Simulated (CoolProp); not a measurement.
Values from CoolProp's reference Helmholtz-energy equation of state, Smukala 2000.

For ethylene, give the phase and the cp (kJ/(kg K)), cv (kJ/(kg K)), speed of sound (m/s), isothermal compressibility (1/MPa) at -112.85 °C and 0.124 MPa.


- -112.85 °C and 0.124 MPa: liquid; cp 2.41, cv 1.39, speed of sound 1380, isothermal compressibility 0.00157
